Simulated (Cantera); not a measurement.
## Gas activation for diamond growth

A perfectly stirred reactor is fed with 3.10 % CH4, 96.9 % H2, at 0.132 atm; it is held at 2150 K, and followed from long to short residence time.

Model: GRI-Mech 3.0 (53 species, 325 reactions), integrated in Cantera. GRI-Mech 3.0 stops at C3 and has no aromatics, soot or wall deposition, so with more carbon than oxygen in the feed, carbon stays in small species such as C2H2 where larger ones or solid carbon would form.

```
τ (s)       x CH4   x H2    x C2H    x C2H6   x C2H2
-------  --------  -----  -------  --------  -------
16       0.000171  0.973  5.23e-6  5.12e-10   0.0148
2.9      0.000337  0.973  5.16e-6   1.86e-9   0.0147
0.52     0.000785  0.973  4.95e-6   9.64e-9   0.0145
0.095     0.00193  0.973  4.45e-6   5.48e-8   0.0138
0.017     0.00500  0.973  3.47e-6   3.24e-7   0.0121
0.0031     0.0122  0.970  1.94e-6   1.56e-6  0.00806
0.00057    0.0233  0.966  3.97e-7   3.66e-6  0.00235
```
x: mole fraction; the columns are a selection and need not sum to one.
